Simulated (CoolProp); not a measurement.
A single-stage vapour-compression cycle with R114: evaporating at 302.15 K (dew point), condensing at 338.15 K (bubble point), superheat 8 K, subcooling 2 K, compressor efficiency 0.85, no pressure losses. Each further row changes one setting.

Model: reference Helmholtz-energy equation of state, Platzer 1990, in CoolProp. This equation is an older, rougher fit; its heat capacities, sound speeds and derivatives of the liquid may be far off and weren't checked against measurements.

```csv
case,cooling COP,pressure ratio,discharge temperature (K),refrigerating effect (kJ/kg),volumetric capacity (kJ/m³)
as stated,…,2.70,339.7,97.3,1680
evaporating temperature 307.15 K,7.23,2.31,340.5,100,2010
condensing temperature 333.15 K,…,…,…,103,1780
subcooling 7 K,6.28,2.70,339.7,103,1780
superheat 18 K,…,2.70,349.7,105,1740
compressor efficiency 0.75,…,2.70,342.4,97.3,1680
```

**Question.** Fill in the missing entries.

**Answer.** 
- as stated, cooling COP: 5.95
- condensing temperature 333.15 K, cooling COP: 7.16
- condensing temperature 333.15 K, pressure ratio: 2.38
- condensing temperature 333.15 K, discharge temperature (K): 335.7
- superheat 18 K, cooling COP: 6.13
- compressor efficiency 0.75, cooling COP: 5.25
